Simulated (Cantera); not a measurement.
**Thermodynamics of tantalum, niobium, vanadium and zirconium in process gases, feed Zr + NH₃ + N₂**

Feed: 1 mol Zr, 0.12 mol NH₃, 2.1 mol N₂, at 1.28 Torr.

Method: chemical equilibrium by Gibbs-energy minimisation in Cantera with the NASA 1993 tables (ideal gas, pure condensed phases). Candidate condensed phases: Zr, ZrN; 11 gas species. ZrN: taken at fixed stoichiometry. The numbers say what is thermodynamically allowed, not how fast it happens.

```tsv
T (K)	log p N₂	log p H	log p H₂	log p Zr	n ZrN(s)
1373	-2.81	-7.37	-3.78	<-14	1.00
1573	-2.81	-6.28	-3.78	<-14	1.00
1773	-2.81	-5.44	-3.78	<-14	1.00
1973	-2.82	-4.77	-3.80	-12.30	1.00
2173	-2.82	-4.25	-3.87	-9.96	1.00
2373	-2.83	-3.87	-4.03	-8.02	1.000
2573	-2.84	-3.65	-4.37	-6.39	1.000
2773	-2.85	-3.56	-4.86	-4.99	0.988
```
log p: log10 of the partial pressure in bar; n: condensed amount in mol.

From 1373 K to 2773 K the condensed part is ZrN(s).
